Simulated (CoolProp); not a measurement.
Vapour-liquid equilibrium of acetone (1) + toluene (2) at 0.137 bar; x and y are mole fractions of (1).

Values from CoolProp's multi-fluid Helmholtz-energy mixture model, Lemmon 2006 and Lemmon 2006; pair parameters Bell 2016.

| x | bubble temperature (K) | y at the bubble point | dew temperature at overall composition x (K) | liquid density (mol/L) |
|---|---|---|---|---|
| 0.05 | 315.2 | 0.394 | 324.6 | 9.323 |
| 0.15 | 303.7 | 0.680 | 322.2 | 9.746 |
| 0.25 | ___ | 0.786 | 319.5 | 10.14 |
| 0.35 | 293.6 | 0.842 | 316.6 | 10.54 |
| 0.45 | 290.7 | 0.878 | 313.3 | 10.95 |
| 0.55 | 288.5 | 0.905 | 309.6 | 11.39 |
| 0.65 | 286.6 | 0.928 | 305.1 | 11.86 |
| 0.75 | 284.8 | 0.949 | 299.7 | 12.37 |
| 0.85 | ___ | ___ | 292.9 | 12.92 |
| 0.95 | 281.5 | 0.990 | 284.7 | 13.52 |

Some entries are withheld; supply them.


- 0.25, bubble temperature (K): 297.5
- 0.85, bubble temperature (K): 283.1
- 0.85, y at the bubble point: 0.969

No azeotrope shows between x = 0.05 and 0.95.

The pair parameters rest on a limited set of measurements; away from them the model extrapolates.
